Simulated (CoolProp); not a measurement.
CH2F2 (R32) at 331.89 K and 5.66 MPa flows at 0.12 m/s in a round tube of 12.7 mm bore and 45 µm roughness, fully developed (64/Re and Nu = 3.66 if laminar; Colebrook and Gnielinski if turbulent). Each further row changes one setting.

Computed with CoolProp (reference Helmholtz-energy equation of state, Tillner-Roth 1997).

| case | Reynolds number | Darcy friction factor | pressure drop (Pa/m) | heat-transfer coefficient (W/(m² K)) | mass flow (kg/h) |
|---|---|---|---|---|---|
| as stated | ___ | 0.0332 | ___ | 685 | 44.8 |
| velocity 0.24 m/s | 32500 | ___ | ___ | ___ | ___ |
| diameter 25.4 mm | 32500 | ___ | ___ | 597 | 179 |

### Question
Complete the blanks.

### Answer

- as stated, Reynolds number: 16300
- as stated, pressure drop (Pa/m): 15.4
- velocity 0.24 m/s, Darcy friction factor: 0.0307
- velocity 0.24 m/s, pressure drop (Pa/m): 57.0
- velocity 0.24 m/s, heat-transfer coefficient (W/(m² K)): 1320
- velocity 0.24 m/s, mass flow (kg/h): 89.6
- diameter 25.4 mm, Darcy friction factor: 0.0273
- diameter 25.4 mm, pressure drop (Pa/m): 6.35

Viscosity comes from a separate model (Bell 2016), an estimate that may be off by 10 % or more. Thermal conductivity comes from a separate model (Huber 2003), an estimate that may be off by 10 % or more.
